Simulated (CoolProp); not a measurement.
CHF3 (R23) at several states: Z from the reference equation and from simpler models built on Tc = 26.1 °C, pc = 4832 kPa, ω = 0.263; each cubic takes its own stable root.

Computed with CoolProp (reference Helmholtz-energy equation of state, Penoncello 2003).

| T (°C) | p (kPa) | phase | reference |
|---|---|---|---|
| -61.65 | 359 | liquid | 0.01047 |
| -95.55 | 102 | liquid | 0.003232 |
| -17.25 | 120 | gas | 0.9843 |
| -18.75 | 18.3 | gas | 0.9976 |

Question: How far does each simpler model (van der Waals, Soave-Redlich-Kwong, Peng-Robinson) lie from the reference over these 4 states: mean and median of the absolute difference, and the worst?

Answer: 
- van der Waals: mean 9783.7 %, median 4476.5 %, worst +30181.6 % at -95.55 °C and 102 kPa
- Soave-Redlich-Kwong: mean 8.6 %, median 8.6 %, worst +17.2 % at -61.65 °C and 359 kPa
- Peng-Robinson: mean 1.8 %, median 1.8 %, worst +3.7 % at -95.55 °C and 102 kPa

At some of these states van der Waals gives the other phase, because its saturation line lies elsewhere.
